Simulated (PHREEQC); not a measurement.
Synthetic water in mg/L, 50 °C, pH 6.95, pe 12.9:

```
constituent             mg/L
------------------  --------
Na                   0.00494
K                    0.00158
Ca                    0.0156
Mg                   0.00567
Cl                    0.0168
S(6) as SO4          0.00399
Alkalinity as HCO3    0.0549
Pb                   0.00796
B                   3.48e-05
```

Valence states are taken as typed.

Computed with PHREEQC (ion-association model, wateq4f.dat).

The ionic strength is 2.32e-6 mol/kgw, the activity of water comes out as 0.879 and the charge-balance error comes out as 3.7 %.

| species | molality | activity | log γ |
|---|---|---|---|
| O2 | 7.11 | 7.11 | 0.000 |
| HCO3- | 5.89e-7 | 5.88e-7 | -0.001 |
| Cl- | 4.74e-7 | 4.73e-7 | -0.001 |
| OH- | 4.17e-7 | 4.16e-7 | -0.001 |
| Ca+2 | 3.89e-7 | 3.86e-7 | -0.003 |
| Mg+2 | 2.33e-7 | 2.31e-7 | -0.003 |

No solid was allowed to form. Away from 25 °C the constants follow the database's enthalpies or fits; those with neither stay at their 25 °C values.
